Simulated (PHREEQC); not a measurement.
0.2 mol of Gypsum (CaSO4:2H2O) is brought to equilibrium with 1 kg of water holding 0.019 mol NaOH, at several temperatures. Oxygen alone is held at its pressure in air (log pO2 = -0.68). No CO2 enters from the air. Solids allowed: Gypsum. Others were left out.

Computed with PHREEQC (ion-association model with the Debye-Hückel limiting law, wateq4f.dat).

### Question
Predict pH at T (°C) = 60, 80, 100.

### Answer
```tsv
T (°C)	pH
60	11.09
80	10.67
100	10.33
```

Away from 25 °C the constants follow the database's enthalpies or fits; those with neither stay at their 25 °C values. Outside its range of stability a hydrate's values are those of a metastable solid.
